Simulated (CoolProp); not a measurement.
Properties of ethylene along the isobar 0.239 MPa.

Model: reference Helmholtz-energy equation of state, Smukala 2000, in CoolProp.

| T (°C) | phase | cv (kJ/(kg K)) | speed of sound (m/s) | Joule-Thomson coefficient (K/MPa) | expansivity (1/kK) |
|---|---|---|---|---|---|
| -68.05 | gas | 1.006 | 274.0 | 26.22 | … |
| -40.85 | gas | 1.051 | … | 19.13 | 4.713 |
| -13.65 | gas | … | … | 14.49 | 4.109 |
| 13.55 | gas | 1.200 | 322.6 | 11.27 | 3.658 |
| 40.75 | gas | 1.290 | 335.9 | … | 3.305 |
| 67.95 | gas | 1.385 | 348.5 | … | 3.018 |
| 95.25 | gas | 1.482 | 360.5 | 5.954 | 2.778 |
| 122.45 | gas | 1.579 | … | 4.955 | 2.576 |
| 149.65 | gas | 1.674 | 383.1 | … | 2.403 |
| 176.85 | gas | 1.767 | 393.9 | 3.546 | 2.252 |

**Question.** What belongs in the gaps?

**Answer.** 
- -68.05, expansivity (1/kK): 5.591
- -40.85, speed of sound (m/s): 292.2
- -13.65, cv (kJ/(kg K)): 1.119
- -13.65, speed of sound (m/s): 308.2
- 40.75, Joule-Thomson coefficient (K/MPa): 8.963
- 67.95, Joule-Thomson coefficient (K/MPa): 7.253
- 122.45, speed of sound (m/s): 372.0
- 149.65, Joule-Thomson coefficient (K/MPa): 4.171
